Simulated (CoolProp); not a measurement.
Saturation properties of dimethyl ether.

Values from CoolProp's reference Helmholtz-energy equation of state, Wu 2011.

| T (K) | p (kPa) | vapour density (kg/m³) | surface tension (mN/m) | liquid viscosity (µPa s) | vapour viscosity (µPa s) |
|---|---|---|---|---|---|
| 207.3 | 11.15 | 0.3005 | 25.2 | 378 | 7.26 |
| 215.6 | 18.86 | 0.4904 | [?] | [?] | 7.41 |
| 224 | 30.65 | 0.7708 | 22.5 | 286 | 7.56 |
| 232.4 | 47.83 | 1.166 | 21.2 | 254 | 7.72 |
| 240.8 | 72.02 | 1.707 | 19.8 | 227 | 7.90 |
| 249.2 | 105.0 | [?] | [?] | 205 | 8.08 |
| 257.5 | 148.4 | [?] | 17.3 | 187 | 8.27 |
| 265.9 | 205.2 | 4.545 | 16.0 | [?] | [?] |

Problem. What belongs in the gaps?

Solution. 
- 215.6, surface tension (mN/m): 23.8
- 215.6, liquid viscosity (µPa s): 327
- 249.2, vapour density (kg/m³): 2.428
- 249.2, surface tension (mN/m): 18.5
- 257.5, vapour density (kg/m³): 3.353
- 265.9, liquid viscosity (µPa s): 172
- 265.9, vapour viscosity (µPa s): 8.47

It boils at 248.4 K under 1 atm.

Viscosity comes from a separate model (Meng 2012). Surface tension comes from a separate correlation (Mulero 2012).
